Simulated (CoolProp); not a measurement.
R365MFC along the isobar 0.204 MPa: fugacity coefficient from the reference equation and from simpler models built on Tc = 186.9 °C, pc = 3.266 MPa, ω = 0.377; each cubic takes its own stable root.

Values from CoolProp's reference Helmholtz-energy equation of state, Lemmon 2016.

```json
[
 {"T (°C)": "14.15", "phase": "liquid", "reference": "0.1735", "van der Waals": "0.9450", "Redlich-Kwong": "0.4774", "Soave-Redlich-Kwong": "0.1708"},
 {"T (°C)": "31.25", "phase": "liquid", "reference": "0.3460", "van der Waals": "0.9517", "Redlich-Kwong": "0.8077", "Soave-Redlich-Kwong": "0.3449"},
 {"T (°C)": "48.35", "phase": "liquid", "reference": "0.6276", "van der Waals": "0.9573", "Redlich-Kwong": "0.9426", "Soave-Redlich-Kwong": "0.6324"},
 {"T (°C)": "65.45", "phase": "gas", "reference": "0.9347", "van der Waals": "0.9620", "Redlich-Kwong": "0.9501", "Soave-Redlich-Kwong": "0.9425"},
 {"T (°C)": "82.55", "phase": "gas", "reference": "0.9458", "van der Waals": "0.9661", "Redlich-Kwong": "0.9564", "Soave-Redlich-Kwong": "0.9505"},
 {"T (°C)": "99.55", "phase": "gas", "reference": "0.9544", "van der Waals": "0.9695", "Redlich-Kwong": "0.9617", "Soave-Redlich-Kwong": "0.9572"},
 {"T (°C)": "116.65", "phase": "gas", "reference": "0.9611", "van der Waals": "0.9726", "Redlich-Kwong": "0.9661", "Soave-Redlich-Kwong": "0.9629"},
 {"T (°C)": "133.75", "phase": "gas", "reference": "0.9664", "van der Waals": "0.9752", "Redlich-Kwong": "0.9700", "Soave-Redlich-Kwong": "0.9677"},
 {"T (°C)": "150.85", "phase": "gas", "reference": "0.9706", "van der Waals": "0.9775", "Redlich-Kwong": "0.9732", "Soave-Redlich-Kwong": "0.9719"}
]
```

At some of these states van der Waals, Redlich-Kwong gives the other phase, because its saturation line lies elsewhere.
